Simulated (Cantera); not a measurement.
**Hydrocarbon pyrolysis for carbon deposition**

A perfectly stirred reactor is fed with 43.5 % CH₄, 56.5 % N₂, at 10.00 Torr; it is held at 1548 K, and followed from long to short residence time.

Model: GRI-Mech 3.0 (53 species, 325 reactions), integrated in Cantera. GRI-Mech 3.0 stops at C3 and has no aromatics, soot or wall deposition, so with more carbon than oxygen in the feed, carbon stays in small species such as C2H2 where larger ones or solid carbon would form. Radical loss at walls, strong at low pressure, is not modelled.

| τ (s) | x CH₄ | x H₂ | x C₂H₂ | x C₂H | x C₂H₆ | x CH₃ |
|---|---|---|---|---|---|---|
| 1.6 | 0.239 | 0.201 | 0.0645 | 3.22e-8 | 9.99e-5 | 0.000936 |
| 0.52 | 0.327 | 0.108 | 0.0312 | 1.56e-8 | 0.000180 | 0.00122 |
| 0.17 | 0.397 | 0.0347 | 0.00708 | 3.59e-9 | 0.000202 | 0.00128 |
| 0.054 | 0.430 | 0.00363 | 0.000267 | 1.51e-10 | 6.88e-5 | 0.000756 |
| 0.018 | 0.434 | 0.000302 | 3.59e-6 | 3.85e-12 | 8.51e-6 | 0.000292 |
| 0.0057 | 0.435 | 5.39e-5 | 3.40e-8 | <1e-12 | 5.73e-7 | 9.67e-5 |
| 0.0018 | 0.435 | 1.55e-5 | 3.19e-10 | <1e-12 | 2.61e-8 | 3.08e-5 |
| 0.00060 | 0.435 | 5.09e-6 | 3.64e-12 | <1e-12 | 1.10e-9 | 1.02e-5 |
| 0.00019 | 0.435 | 1.57e-6 | <1e-12 | <1e-12 | 3.56e-11 | 3.20e-6 |
x: mole fraction; the columns are a selection and need not sum to one.
